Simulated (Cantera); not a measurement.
Input: 1 mol SiCl4, 0.17 mol C3H8, 2.5 mol H2, 0.047 mol HCl, held at 76.0 mbar.

Equilibrium computed with Cantera from the NASA thermochemical tables; the gas is ideal and each condensed phase is pure. Candidate condensed phases: C, C6H6, C7H8, C8H18, Si, SiC; 109 gas species. The tables' values for SiCl, SiCl3 are old estimates; treat these amounts as uncertain. Gases not in the tables: Si2H6 and higher silanes. Rates play no part. All values below are at 2448 K.

Base state: HCl 0.397, H2 0.356, SiCl2 0.144, H 0.0431, Cl 0.0341, Si 0.00888, SiCl 0.00825, C2H2 (acetylene) 0.00308 (mole fractions); condensed: C(graphite) + SiC(s).

**Question.** What changes in the equilibrium state with this change: pressure from 76.0 mbar to 0.110 bar?

**Answer.** 
| species | before | after |
|---|---|---|
| HCl | 0.397 | 0.405 |
| H2 | 0.356 | 0.362 |
| SiCl2 | 0.144 | 0.147 |
| H | 0.0431 | 0.0361 |
| Cl | 0.0341 | 0.0286 |
| SiCl4 | 1.31e-5 | 1.98e-5 |
| SiHCl3 | 9.48e-6 | 1.43e-5 |
| SiC2 | 0.00198 | 0.00136 |
| C(graphite), mol | 0.373 | 0.360 |
| SiC(s), mol | 0.0743 | 0.0955 |

**Question.** What changes in the equilibrium state with this change: H2 from 2.5 to 24 mol?

**Answer.** 
| species | before | after |
|---|---|---|
| H2 | 0.356 | 0.781 |
| HCl | 0.397 | 0.118 |
| H | 0.0431 | 0.0638 |
| SiCl2 | 0.144 | 0.00813 |
| Cl | 0.0341 | 0.00685 |
| Si | 0.00888 | 0.0125 |
| SiCl4 | 1.31e-5 | 2.99e-8 |
| SiCl3 | 0.00169 | 1.92e-5 |
| C2HCl | 3.61e-5 | 5.45e-6 |
| C(graphite), mol | 0.373 | 0 |
| SiC(s), mol | 0.0743 | 0.190 |
